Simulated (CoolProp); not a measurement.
Vapour-liquid equilibrium of n-hexane (1) + o-xylene (2) at 0.0644 MPa; x and y are mole fractions of (1).

The numbers come from the multi-fluid Helmholtz-energy mixture model, Thol 2019 and Zhou 2012; pair parameters Bell 2016 in CoolProp.

```tsv
x	bubble temperature (K)	y at the bubble point	dew temperature at overall composition x (K)	liquid density (mol/L)
0.05	389.7	0.320	399.6	7.458
0.125	376.5	0.586	(withheld)	7.517
0.2	366.9	0.726	394.4	7.547
0.275	359.6	0.807	(withheld)	7.556
0.35	353.8	0.859	388.4	7.552
0.425	349.1	0.895	385.0	7.538
0.5	345.2	(withheld)	381.3	7.517
0.575	341.8	(withheld)	377.2	7.490
0.65	338.9	0.955	372.4	7.459
0.725	336.3	0.967	367.0	7.424
0.8	333.9	0.978	360.3	7.386
0.875	331.6	0.987	351.8	7.345
0.95	329.5	0.995	339.9	7.303
```

### Question
Fill in the missing entries.

### Answer

- 0.125, dew temperature at overall composition x (K): 397.1
- 0.275, dew temperature at overall composition x (K): 391.5
- 0.5, y at the bubble point: 0.920
- 0.575, y at the bubble point: 0.940

No azeotrope shows between x = 0.05 and 0.95.

The pair parameters rest on a limited set of measurements; away from them the model extrapolates.
